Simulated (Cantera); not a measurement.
Charge: 1 mol CO, 0.052 mol H2O, held at 49.0 mbar.

These are equilibrium values from Cantera (NASA tables, ideal gas, pure condensed phases), not measurements of a reactor. Candidate condensed phases: C, C6H6, C7H8, C8H18, H2O; 110 gas species. Kinetics and transport are ignored.

log p: log10 of the partial pressure in bar; n: condensed amount in mol.

| T (K) | log p CO | log p CO2 | log p H2 | log p H2O | log p CH4 | log p H | log p HCHO (formaldehyde) | n C(graphite) |
|---|---|---|---|---|---|---|---|---|
| 825 | -1.65 | -1.64 | -2.58 | -3.12 | [?] | -12.39 | -10.42 | 0.308 |
| 850 | -1.55 | -1.76 | -2.58 | -3.28 | [?] | -11.98 | -10.33 | 0.244 |
| 875 | -1.47 | -1.91 | -2.59 | -3.45 | [?] | -11.60 | -10.28 | 0.174 |
| 900 | -1.42 | -2.09 | -2.61 | -3.64 | [?] | -11.24 | -10.25 | 0.109 |
| 925 | -1.38 | -2.29 | -2.62 | -3.83 | [?] | -10.89 | -10.23 | 0.0553 |
| 950 | -1.36 | -2.50 | -2.63 | -4.02 | [?] | -10.57 | -10.23 | 0.0166 |
| 975 | -1.35 | -2.63 | -2.63 | -4.11 | [?] | -10.26 | -10.23 | 0 |
| 1000 | -1.35 | -2.63 | -2.63 | -4.07 | [?] | -9.96 | -10.24 | 0 |

Question: What belongs in the gaps?

Answer: 
- 825, log p CH4: -5.19
- 850, log p CH4: -5.37
- 875, log p CH4: -5.55
- 900, log p CH4: -5.72
- 925, log p CH4: -5.88
- 950, log p CH4: -6.03
- 975, log p CH4: -6.26
- 1000, log p CH4: -6.61
